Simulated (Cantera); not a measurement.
A perfectly stirred reactor is fed with 80.0 % NO, 20.0 % N₂, at 18.0 Torr; it is held at 2000 K, and followed from long to short residence time.

Cantera simulation using GRI-Mech 3.0 (53 species, 325 reactions); the numbers are that mechanism's predictions, not measurements. Radical loss at walls, strong at low pressure, is not modelled.

Predict: x(NO) at τ = 16.0 s; x(N₂) at τ = 16.0 s; x(O₂) at τ = 16.0 s; x(N₂O) at τ = 16.0 s; x(O) at τ = 16.0 s; x(NO) at τ = 31.0 ms; x(N₂) at τ = 31.0 ms; x(O₂) at τ = 31.0 ms; x(N₂O) at τ = 31.0 ms; x(O) at τ = 31.0 ms.


| Item | Value |
|---|---|
| x(NO) at τ = 16.0 s | 0.230 |
| x(N₂) at τ = 16.0 s | 0.484 |
| x(O₂) at τ = 16.0 s | 0.283 |
| x(N₂O) at τ = 16.0 s | 1.23e-5 |
| x(O) at τ = 16.0 s | 0.00235 |
| x(NO) at τ = 31.0 ms | 0.798 |
| x(N₂) at τ = 31.0 ms | 0.201 |
| x(O₂) at τ = 31.0 ms | 0.000590 |
| x(N₂O) at τ = 31.0 ms | 0.000173 |
| x(O) at τ = 31.0 ms | 0.000420 |
